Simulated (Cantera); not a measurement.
Input: 1 mol C2H4, a varied amount of CO2, 15 mol N2, equilibrated at 773 K and 1.00 bar.

Equilibrium computed with Cantera from the NASA thermochemical tables; the gas is ideal and each condensed phase is pure. Candidate condensed phases: C, C6H6, C7H8, C8H18, H2O; 136 gas species. Rates play no part.

At 0.12 mol CO2, list the 5 most abundant gas species with their mole fractions, and the condensed phases.

N2 0.891, H2 0.0815, CH4 0.0141, H2O 0.00917, CO 0.00236. Condensed: C(graphite).
